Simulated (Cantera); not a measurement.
Input (Python, Cantera) and output of one run.

```python
import numpy as np
import cantera as ct

gas_names = """
    B BH BH2 BH3 BO BO2 B2 B2O B2O2 B2O3 B3O3H3 H HBO HBO2 HO2 H2 H2O H2O2 H3B3O6 O OH O2 O3
""".split()
cond_names = """
    B(b) B(L) B2O3(L) B3O3H3(cr) H2O(s) H2O(L)
""".split()


# ... load() reads the species with a 1 bar reference pressure and builds the phases ...
atoms = {
    'B2H6': {'B': 2, 'H': 6},
    'O2': {'O': 2},
}
top_T = {}  # K; cautious upper limits of use, not melting points


# ... equilibrate(T, P, feed) seeds the gas with the atoms and calls Mixture.equilibrate('TP', solver="vcs", rtol=1e-11, max_steps=5000) ...
results = []
feed = {'B2H6': 1, 'O2': 0.11}  # mol
T = 1723.15  # K
P = 4500  # Pa
mix = equilibrate(T, P, feed)
results.append((T, P, feed, dict(zip(mix.species_names, mix.species_moles))))
x = sorted(zip(gas.X, gas.species_names), reverse=True)
print(f"T = {T:g} K  P = {P:g} Pa  gas = {mix.phase_moles(0):.4g} mol")
print("   x: " + "  ".join(f"{s} {v:.3e}" for v, s in x if v > 0.001))
print("   condensed (mol): " + ("  ".join(f"{mix.phase(i).name} {mix.phase_moles(i):.4g}"
      for i in range(1, mix.n_phases) if mix.phase_moles(i) > 1e-12) or "none"))
```

Result:

```
T = 1723.15 K  P = 4500 Pa  gas = 3.11 mol
   x: H2 9.410e-01  HBO 4.579e-02  B2O2 9.834e-03  B2O3 1.031e-03
   condensed (mol): B(b) 1.785
```

Method: chemical equilibrium by Gibbs-energy minimisation in Cantera with the NASA 1993 tables (ideal gas, pure condensed phases). The feed counts by its element totals alone. The tables' values for BH2 are old estimates; treat these amounts as uncertain.
